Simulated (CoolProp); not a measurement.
R134a at 232.02 K and 0.0127 MPa is throttled through a valve to 0.0059 MPa with no heat exchange. Each further row changes one setting.

Values from CoolProp's reference Helmholtz-energy equation of state, Tillner-Roth 1994.

| case | temperature change (K) | final density (kg/m³) |
|---|---|---|
| as stated | (withheld) | (withheld) |
| outlet pressure 0.00177 MPa | (withheld) | (withheld) |
| outlet pressure 0.00767 MPa | (withheld) | (withheld) |

Task: What belongs in the gaps?

Result: 
- as stated, temperature change (K): -0.4
- as stated, final density (kg/m³): 0.314
- outlet pressure 0.00177 MPa, temperature change (K): -0.6
- outlet pressure 0.00177 MPa, final density (kg/m³): 0.0939
- outlet pressure 0.00767 MPa, temperature change (K): -0.3
- outlet pressure 0.00767 MPa, final density (kg/m³): 0.408
